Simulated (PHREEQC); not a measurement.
# Buffer (model solution)

Consider water at 25 °C with 0.0063 mol/kgw H3PO4 and 0.0025 mol/kgw NaOH. Closed to the air; pH follows from the charge balance.

Model: ion-association model, wateq4f.dat, run in PHREEQC.

This is a speciation only: nothing precipitates in the calculation.

Q: What pH, ionic strength does the model give?

A: pH 2.66; ionic strength 0.00485 mol/kgw.

Q: In which forms is P present?

A: H2PO4- 77 %, H3PO4 23 % of the P.

Complexes and solids missing from the database can't appear. H3PO4, which wateq4f.dat lacks, is added to it with the constant of phreeqc.dat.
